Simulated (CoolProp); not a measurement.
Vapour-liquid equilibrium of carbon dioxide (1) + CH3F (R41) (2) at 0.79 MPa; x and y are mole fractions of (1).

Model: multi-fluid Helmholtz-energy mixture model, Span 1996 and Lemmon 2006; pair parameters Bell 2016, in CoolProp.

| x | bubble temperature (K) | y at the bubble point | dew temperature at overall composition x (K) | liquid density (mol/L) |
|---|---|---|---|---|
| 0.05 | ___ | 0.077 | 241.4 | ___ |
| 0.2 | 238.4 | 0.281 | ___ | 23.29 |
| 0.35 | 236.0 | 0.456 | 237.4 | ___ |
| 0.5 | 233.8 | 0.611 | ___ | 24.25 |
| 0.65 | 231.6 | 0.750 | ___ | 24.74 |
| 0.8 | 229.5 | 0.871 | 230.8 | 25.25 |
| 0.95 | 227.5 | ___ | 228.0 | 25.75 |

Task: Complete the blanks.

Result: 
- 0.05, bubble temperature (K): 241.1
- 0.05, liquid density (mol/L): 22.83
- 0.2, dew temperature at overall composition x (K): 239.4
- 0.35, liquid density (mol/L): 23.76
- 0.5, dew temperature at overall composition x (K): 235.4
- 0.65, dew temperature at overall composition x (K): 233.2
- 0.95, y at the bubble point: 0.971

No azeotrope shows between x = 0.05 and 0.95.

Pair parameters are fitted to limited data, so mixtures are less certain than the pure fluids.
